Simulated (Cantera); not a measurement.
Charge: 1 mol SiH₂Cl₂, 5.9 mol N₂, held at 1152 °C.

These are equilibrium values from Cantera (NASA tables, ideal gas, pure condensed phases), not measurements of a reactor. Candidate condensed phases: NH₄Cl, Si, Si₃N₄; 28 gas species. N₂ is the only nitrogen source here; it is nearly inert below about 1500 K, so the nitride shown seldom forms there in practice. The tables' values for SiCl₃, SiCl are old estimates; treat these amounts as uncertain. Rates play no part.

x: gas mole fraction; n: condensed amount in mol.

```
P (Pa)   x N₂   x HCl    x H₂   x SiCl₂   x SiCl₄   x SiCl₃  x SiHCl₃  n Si₃N₄(s)
------  -----  ------  ------  --------  --------  --------  --------  ----------
5       0.740  0.0797  0.0900    0.0890   2.12e-5  0.000692   1.87e-6       0.103
15      0.739   0.101  0.0802    0.0779  0.000101   0.00142   6.26e-6       0.131
45      0.737   0.125  0.0699    0.0649  0.000438   0.00269   1.92e-5       0.162
140     0.737   0.147  0.0600    0.0496   0.00169   0.00462   5.40e-5       0.194
410     0.738   0.164  0.0531    0.0339   0.00475   0.00640  0.000120       0.222
1200    0.740   0.174  0.0498       [?]       [?]   0.00698       [?]       0.244
3700    0.743   0.176  0.0495   0.00967    0.0152   0.00611  0.000334       0.258
11000   0.745   0.175  0.0511   0.00443    0.0196   0.00470  0.000449       0.263
33000   0.747   0.170  0.0537       [?]       [?]   0.00336       [?]       0.264
100000  0.749   0.164  0.0568  0.000808    0.0259   0.00231  0.000701       0.262
```

Q: Some entries are withheld; supply them.

A: 
- 33000, x SiCl₂: 0.00192
- 33000, x SiCl₄: 0.0231
- 33000, x SiHCl₃: 0.000570
- 1200, x SiCl₂: 0.0198
- 1200, x SiCl₄: 0.00968
- 1200, x SiHCl₃: 0.000218
